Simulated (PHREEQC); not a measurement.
Consider water at 25 °C with 22 mmol/kgw BaCl2 and 16 mmol/kgw NaF. Closed to the air; pH follows from the charge balance.

All values are PHREEQC results (ion-association model, wateq4f.dat), not measurements.

Each row changes one thing in this solution. Precipitation was switched off in this run.

```
case                                   pH  NaF (mol/kgw)  HF (mol/kgw)  BaOH+ (mol/kgw)  SI of BaF2 (BaF2)  SI of Halite (NaCl)
----------------------------------  -----  -------------  ------------  ---------------  -----------------  -------------------
as made                              7.59        8.82e-5       4.62e-7          1.47e-8              -0.11                -4.95
temperature from 25 to 50 °C            …              …       1.34e-6          7.82e-9              -0.19                -5.01
NaF from 0.016 to 0.08 mol/kgw       7.95        0.00190             …          2.90e-8              +1.14                -4.30
0.021 mol/kgw RbOH added            12.19        8.46e-5             …         0.000540              -0.17                -4.96
BaCl2 from 0.022 to 0.0044 mol/kgw   7.64       0.000104       4.62e-7          4.04e-9              -0.61                -5.58
```

**Question.** Some entries are withheld; supply them.

**Answer.** 
- temperature from 25 to 50 °C, pH: 7.33
- temperature from 25 to 50 °C, NaF (mol/kgw): 8.63e-5
- NaF from 0.016 to 0.08 mol/kgw, HF (mol/kgw): 9.35e-7
- 0.021 mol/kgw RbOH added, HF (mol/kgw): 1.14e-11

Some of these states are supersaturated (in BaF2, for instance). Constants without temperature data keep their 25 °C values here.
